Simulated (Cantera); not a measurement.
A Cantera script and its output.

```python
import numpy as np
import cantera as ct

gas = ct.Solution("gri30.yaml")
gas.TPX = 948, 2100, {'H2': 0.011, 'O2': 1, 'N2': 0.13}
reactor = ct.IdealGasConstPressureReactor(gas, energy="off", clone=False)
net = ct.ReactorNet([reactor])
net.rtol, net.atol = 1e-08, 1e-18
show = ['H2', 'O2', 'O', 'NO2', 'H']
times = np.geomspace(4e-05, 3, 15)

steps = ct.SolutionArray(gas, extra=["t"])
rows = []
print(f"{'t/s':>10s}{'T/K':>9s}{'P/Pa':>11s}" + "".join(f"{s:>11s}" for s in show))
for t in times:
    while net.time < t:
        t_next = net.step()
        steps.append(gas.state, t=t_next)
    rows.append([np.interp(t, steps.t, y) for y in (steps.T, steps.P, *steps(*show).X.T)])
    print(f"{t:10.3e}{rows[-1][0]:9.1f}{rows[-1][1]:11.4g}" + "".join(f"{x:11.3e}" for x in rows[-1][2:]))
rate = np.gradient(steps.T, steps.t)
print("integrator steps:", len(steps.t))
if steps.T.max() > steps.T[0] + 200:
    print(f"time of steepest temperature rise: {steps.t[rate.argmax()]:.4e} s")
gas.TPX = 948, 2100, {'H2': 0.011, 'O2': 1, 'N2': 0.13}
gas.equilibrate("TP")
print(f"equilibrium (TP): T = {gas.T:.1f} K  " + "  ".join(f"{s} {gas[s].X[0]:.3e}" for s in show))
```

It prints:

```
       t/s      T/K       P/Pa         H2         O2          O        NO2          H
 4.000e-05    948.0       2100  9.641e-03  8.764e-01  1.530e-13  2.169e-39  9.979e-13
 8.918e-05    948.0       2100  9.641e-03  8.764e-01  6.817e-13  6.594e-38  1.916e-12
 1.988e-04    948.0       2100  9.641e-03  8.764e-01  2.776e-12  2.038e-36  3.352e-12
 4.433e-04    948.0       2100  9.641e-03  8.764e-01  1.046e-11  6.346e-35  5.844e-12
 9.884e-04    948.0       2100  9.641e-03  8.764e-01  4.195e-11  2.205e-33  1.304e-11
 2.204e-03    948.0       2100  9.641e-03  8.764e-01  2.471e-10  1.053e-31  5.454e-11
 4.913e-03    948.0       2100  9.641e-03  8.764e-01  5.175e-09  2.840e-29  1.036e-09
 1.095e-02    948.0       2100  9.635e-03  8.764e-01  3.409e-06  1.606e-21  6.803e-07
 2.442e-02    948.0       2100  1.037e-03  8.724e-01  3.101e-03  1.783e-13  8.085e-04
 5.445e-02    948.0       2100  5.050e-05  8.747e-01  1.082e-03  1.126e-12  6.184e-05
 1.214e-01    948.0       2100  8.554e-06  8.755e-01  3.123e-04  2.523e-12  7.908e-06
 2.707e-01    948.0       2100  1.901e-06  8.757e-01  7.802e-05  5.139e-12  9.651e-07
 6.035e-01    948.0       2100  4.201e-07  8.758e-01  1.814e-05  9.039e-12  1.092e-07
 1.346e+00    948.0       2100  8.876e-08  8.758e-01  4.304e-06  1.297e-11  1.283e-08
 3.000e+00    948.0       2100  1.822e-08  8.758e-01  1.125e-06  1.533e-11  1.732e-09
integrator steps: 1208
equilibrium (TP): T = 948.0 K  H2 1.226e-12  O2 8.758e-01  O 1.931e-10  NO2 3.117e-07  H 4.033e-15
```

Cantera simulation using GRI-Mech 3.0 (53 species, 325 reactions); the numbers are that mechanism's predictions, not measurements. Radical loss at walls, strong at low pressure, is not modelled. Below about 950 K walls govern HO2 and H2O2 in real vessels.
